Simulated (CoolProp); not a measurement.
Vapour-liquid equilibrium of propane (1) + R113 (2) at 5.45 °C; x and y are mole fractions of (1).

Computed with CoolProp (multi-fluid Helmholtz-energy mixture model, Lemmon 2009 and Marx 1992; pair parameters Bell 2016).

```json
[
 {"x": "0.05", "bubble pressure (bar)": "0.5241", "y at the bubble point": "0.641", "dew pressure at overall composition x (bar)": "0.2048", "liquid density (mol/L)": "8.717"},
 {"x": "0.15", "bubble pressure (bar)": "1.161", "y at the bubble point": "0.849", "dew pressure at overall composition x (bar)": "0.2284", "liquid density (mol/L)": "8.986"},
 {"x": "0.25", "bubble pressure (bar)": "1.758", "y at the bubble point": "0.908", "dew pressure at overall composition x (bar)": "0.2581", "liquid density (mol/L)": "9.267"},
 {"x": "0.35", "bubble pressure (bar)": "2.313", "y at the bubble point": "0.937", "dew pressure at overall composition x (bar)": "0.2967", "liquid density (mol/L)": "9.560"},
 {"x": "0.45", "bubble pressure (bar)": "2.829", "y at the bubble point": "0.954", "dew pressure at overall composition x (bar)": "0.3489", "liquid density (mol/L)": "9.868"},
 {"x": "0.55", "bubble pressure (bar)": "3.316", "y at the bubble point": "0.965", "dew pressure at overall composition x (bar)": "0.4232", "liquid density (mol/L)": "10.19"},
 {"x": "0.65", "bubble pressure (bar)": "3.788", "y at the bubble point": "0.974", "dew pressure at overall composition x (bar)": "0.5375", "liquid density (mol/L)": "10.53"},
 {"x": "0.75", "bubble pressure (bar)": "4.261", "y at the bubble point": "0.982", "dew pressure at overall composition x (bar)": "0.7362", "liquid density (mol/L)": "10.88"},
 {"x": "0.85", "bubble pressure (bar)": "4.755", "y at the bubble point": "0.989", "dew pressure at overall composition x (bar)": "1.165", "liquid density (mol/L)": "11.24"},
 {"x": "0.95", "bubble pressure (bar)": "5.292", "y at the bubble point": "0.996", "dew pressure at overall composition x (bar)": "2.702", "liquid density (mol/L)": "11.62"}
]
```

No azeotrope shows between x = 0.05 and 0.95.

The pair parameters rest on a limited set of measurements; away from them the model extrapolates. The gap from Raoult's law changes sign with composition, which may be real or a fault of the pair parameters; it wasn't checked against measurements.
